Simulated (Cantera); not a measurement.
A perfectly stirred reactor is fed with 27.8 % C₂H₆, 72.2 % H₂, at 4.20 Torr; it is held at 1298 K, and followed from long to short residence time.

Model: GRI-Mech 3.0 (53 species, 325 reactions), integrated in Cantera. GRI-Mech 3.0 stops at C3 and has no aromatics, soot or wall deposition, so with more carbon than oxygen in the feed, carbon stays in small species such as C2H2 where larger ones or solid carbon would form. Radical loss at walls, strong at low pressure, is not modelled.

x: mole fraction; the columns are a selection and need not sum to one.

| τ (s) | x C₂H₆ | x H₂ | x H | x C₂H₄ | x CH₂ |
|---|---|---|---|---|---|
| 7.4 | 0.00144 | 0.754 | … | 0.0202 | 1.05e-8 |
| 2.7 | 0.00337 | 0.741 | … | 0.0373 | 1.74e-8 |
| 1.0 | 0.00781 | 0.725 | … | 0.0616 | 2.91e-8 |
| 0.37 | 0.0179 | 0.710 | … | 0.0866 | 5.05e-8 |
| 0.14 | 0.0393 | 0.700 | 0.000143 | 0.101 | 8.68e-8 |
| 0.050 | 0.0860 | 0.701 | 0.000147 | 0.0948 | 1.40e-7 |
| 0.019 | 0.155 | 0.711 | … | 0.0666 | 1.76e-7 |
| 0.0068 | 0.226 | 0.720 | … | 0.0297 | 1.40e-7 |
| 0.0025 | 0.264 | 0.722 | … | 0.00800 | 4.87e-8 |
| 0.00093 | 0.275 | 0.722 | … | 0.00131 | 8.39e-9 |

### Question
Some entries are withheld; supply them.

### Answer

- 7.4, x H: 7.86e-5
- 2.7, x H: 9.30e-5
- 1.0, x H: 0.000109
- 0.37, x H: 0.000127
- 0.019, x H: 0.000135
- 0.0068, x H: 0.000106
- 0.0025, x H: 6.34e-5
- 0.00093, x H: 2.78e-5
